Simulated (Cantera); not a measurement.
Charge: 1 mol C2F6, 0.15 mol H2, 0.013 mol F2, held at 1702 °C and 5.20 Pa.

Method: chemical equilibrium by Gibbs-energy minimisation in Cantera with the NASA 1993 tables (ideal gas, pure condensed phases). Candidate condensed phases: C, C6H6, C7H8, C8H18; 95 gas species. The feed counts by its element totals alone. Gases not in the tables: C2F6 and larger saturated fluorocarbons. The numbers say what is thermodynamically allowed, not how fast it happens.

Base state: F 0.642, CF2 0.246, HF 0.0680, CF4 0.0385, CF 0.00263, CF3 0.00251 (mole fractions); condensed: C(graphite).

Question: What changes in the equilibrium state with this change: 0.0074 mol Cl2 added?

Answer: 
```json
[
 {"species": "F", "before": "0.642", "after": "0.641"},
 {"species": "CF2", "before": "0.246", "after": "0.245"},
 {"species": "HF", "before": "0.0680", "after": "0.0678"},
 {"species": "Cl", "before": "0", "after": "0.00334"},
 {"species": "CF4", "before": "0.0385", "after": "0.0382"},
 {"species": "CF3", "before": "0.00251", "after": "0.00249"},
 {"species": "CF", "before": "0.00263", "after": "0.00262"},
 {"species": "C(graphite), mol", "before": "0.722", "after": "0.724"}
]
```
